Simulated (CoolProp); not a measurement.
A simple Rankine cycle with R21: condensing at 325.15 K, boiler at 4.63 MPa, turbine inlet 449.1 K, turbine efficiency 0.8, pump efficiency 0.7, no recuperator. Each further row changes one setting.

Values from CoolProp's reference Helmholtz-energy equation of state, Platzer 1990. This equation is an older, rougher fit; its heat capacities, sound speeds and derivatives of the liquid may be far off and weren't checked against measurements.

| case | thermal efficiency (%) | net work (kJ/kg) | heat in (kJ/kg) | turbine exit temperature (K) | volume ratio over the turbine |
|---|---|---|---|---|---|
| as stated | 15.3 | 36.1 | 236 | 325.2 | 13.0 |
| turbine inlet 469.1 K | 16.2 | 43.1 | ? | 338.4 | ? |
| condensing temperature 317.15 K | 16.3 | 39.9 | ? | 317.1 | ? |
| boiler pressure 3.24 MPa | 14.7 | 39.4 | 267 | 345.5 | 7.52 |
| turbine efficiency 0.7 | 13.2 | ? | 236 | 325.2 | 13.3 |

**Question.** What belongs in the gaps?

**Answer.** 
- turbine inlet 469.1 K, heat in (kJ/kg): 266
- turbine inlet 469.1 K, volume ratio over the turbine: 11.3
- condensing temperature 317.15 K, heat in (kJ/kg): 244
- condensing temperature 317.15 K, volume ratio over the turbine: 16.1
- turbine efficiency 0.7, net work (kJ/kg): 31.0

The expansion ends wet for: as stated; condensing temperature 317.15 K; turbine efficiency 0.7.
